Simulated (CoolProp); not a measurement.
Saturation properties of methane (Tc = -82.6 °C, pc = 4.599 MPa, ω = 0.011).

Computed with CoolProp (reference Helmholtz-energy equation of state, Setzmann 1991).

```csv
T (°C),p (MPa),vapour Z,liquid viscosity (µPa s),vapour viscosity (µPa s)
-128.15,0.8232,0.8462,62.5,5.64
-124.75,0.9666,0.8282,59.0,5.81
-121.35,1.127,0.8089,55.6,5.98
-117.85,1.312,0.7876,52.3,6.18
-114.45,1.511,0.7654,49.2,6.39
-110.95,1.737,0.7407,46.2,6.63
-107.55,1.980,0.7149,43.3,6.90
-104.15,2.245,0.6868,40.4,7.20
-100.65,2.545,0.6551,37.5,7.57
-97.25,2.863,0.6210,34.6,8.00
-93.75,3.221,0.5812,31.6,8.56
-90.35,3.599,0.5358,28.5,9.29
-86.95,4.011,0.4786,25.1,10.4
```

It boils at -161.5 °C under 1 atm.

Viscosity comes from a separate model (Quiñones-Cisneros 2006).
